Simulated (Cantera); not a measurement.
Cantera run:

```python
import numpy as np
import cantera as ct

gas_names = [...]  # 123 gases of nasa_gas.yaml made of C, H, O, Si
cond_names = """
    C(gr) C6H6(L) C7H8(L) C8H18(L),n-octa H2O(s) H2O(L) Si(cr) Si(L) SiC(b) SiO2(Lqz) SiO2(hqz) SiO2(L)
""".split()


# ... load() reads the species with a 1 bar reference pressure and builds the phases ...
atoms = {
    'Si': {'Si': 1},
    'O2': {'O': 2},
    'H2': {'H': 2},
    'CO2': {'C': 1, 'O': 2},
}
top_T = {'C(gr)': 4500, 'SiC(b)': 3050}  # K; cautious upper limits of use, not melting points


# ... equilibrate(T, P, feed) seeds the gas with the atoms and calls Mixture.equilibrate('TP', solver="vcs", rtol=1e-11, max_steps=5000) ...
results = []
feed = {'Si': 1, 'O2': 0.0011, 'H2': 1.2, 'CO2': 0.063}  # mol
P = 1000  # Pa
for T in [925, 1000, 1075, 1150, 1225, 1300, 1375, 1450, 1525, 1600, 1675]:
    mix = equilibrate(T, P, feed)
    results.append((T, P, feed, dict(zip(mix.species_names, mix.species_moles))))

top = {s: max(r[3][s] / sum(r[3][g] for g in gas_names) for r in results) for s in gas_names}
cols = sorted((s for s in top if top[s] > 1e-05), key=lambda s: -top[s])[:7]
seen = [c for c in cond_names if any(r[3].get(c, 0) > 1e-12 for r in results)]
print("log10 of partial pressures in bar; condensed amounts in mol")
print(f"{'T/K':>10s}" + "".join(f"{s[:9]:>10s}" for s in cols + seen))
for T, P, feed, n in results:
    ng = sum(n[g] for g in gas_names)
    print(f"{T:10.4g}" + "".join(f"{np.log10(max(n[s] / ng * P / 1e5, 1e-99)):10.3f}" for s in cols)
          + "".join(f"{n.get(c, 0):10.4g}" for c in seen))
```

It prints:

```
log10 of partial pressures in bar; condensed amounts in mol
       T/K        H2       SiO        CO         H        Si      SiH2    Si(cr)    SiC(b) SiO2(hqz)
       925    -2.000   -10.756   -13.771   -10.584   -17.649   -13.051    0.8729     0.063    0.0641
      1000    -2.000    -9.283   -12.017    -9.644   -15.751   -12.028    0.8729     0.063    0.0641
      1075    -2.000    -8.020   -10.511    -8.833   -14.120   -11.148    0.8729     0.063    0.0641
      1150    -2.000    -6.924    -9.203    -8.127   -12.703   -10.382    0.8729     0.063   0.06409
      1225    -2.000    -5.964    -8.058    -7.506   -11.461    -9.710    0.8728     0.063   0.06403
      1300    -2.000    -5.118    -7.047    -6.956   -10.364    -9.117    0.8725   0.06299   0.06364
      1375    -2.002    -4.367    -6.148    -6.466    -9.387    -8.590    0.8704   0.06291   0.06147
      1450    -2.009    -3.695    -5.343    -6.029    -8.512    -8.123    0.8614   0.06244   0.05146
      1525    -2.038    -3.091    -4.620    -5.645    -7.724    -7.725    0.8245   0.05986  0.009458
      1600    -2.044    -3.032    -4.451    -5.287    -7.011    -7.345    0.8182    0.0583         0
      1675    -2.045    -3.036    -4.355    -4.957    -6.363    -6.994    0.8205   0.05713         0
```

Equilibrium computed with Cantera from the NASA thermochemical tables; the gas is ideal and each condensed phase is pure. Mutual solubility and eutectic melting of coexisting phases are not modelled. The tables hold silica as quartz up to 1696 K and as liquid above; real silica turns to tridymite and cristobalite and melts near 1996 K. Gases not in the tables: Si2H6 and higher silanes.
